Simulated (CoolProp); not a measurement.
Vapour-liquid equilibrium of propane (1) + R236FA (2) at -5.15 °C; x and y are mole fractions of (1).

Values from CoolProp's multi-fluid Helmholtz-energy mixture model, Lemmon 2009 and Pan 2012; pair parameters Bell 2016.

**Question.** Give the bubble pressure and the first vapour's composition at x = 0.25, 0.45, 0.55. Is there an azeotrope?

**Answer.** x = 0.25: 0.3162 MPa, y = 0.757; x = 0.45: 0.3666 MPa, y = 0.806; x = 0.55: 0.3775 MPa, y = 0.819. y crosses x between x = 0.85 and 0.95: the model has an azeotrope there.

The pair parameters rest on a limited set of measurements; away from them the model extrapolates. With so large a gap from Raoult's law the liquid may split in two, which this calculation doesn't test in full.
